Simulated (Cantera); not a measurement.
A closed system holds: 1 mol Si, 27 mol HBr, held at 45.0 Torr.

Cantera equilibrium calculation (NASA polynomials, part measured and part estimated; ideal gas, pure solids and liquids). Candidate condensed phases: Br₂, Si; 19 gas species. The tables' values for SiBr₃ are old estimates; treat these amounts as uncertain. Equilibrium is a limit: real reactors are often held back by kinetics, nucleation or transport. All values below are at 927 °C.

Base state: HBr 0.883, H₂ 0.0773, SiBr₄ 0.0382, Br 0.00106, SiBr₃ 0.000162, SiHBr₃ 5.46e-5, SiBr₂ 4.71e-5, Br₂ 3.99e-5 (mole fractions); condensed: gas only.

Question: What changes in the equilibrium state with this change: pressure from 45.0 Torr to 1.73 Torr?

Answer: 
```csv
species,before,after
HBr,0.883,0.879
H₂,0.0773,0.0777
SiBr₄,0.0382,0.0363
Br,0.00106,0.00537
SiBr₂,4.71e-5,0.00119
SiBr₃,0.000162,0.000794
SiHBr₃,5.46e-5,5.24e-5
```

Question: What changes in the equilibrium state with this change: pressure from 45.0 Torr to 7.50 Torr?

Answer: 
```tsv
species	before	after
HBr	0.883	0.881
H₂	0.0773	0.0776
SiBr₄	0.0382	0.0377
Br	0.00106	0.00259
SiBr₂	4.71e-5	0.000281
SiBr₃	0.000162	0.000394
Br₂	3.99e-5	3.96e-5
SiHBr₃	5.46e-5	5.42e-5
```
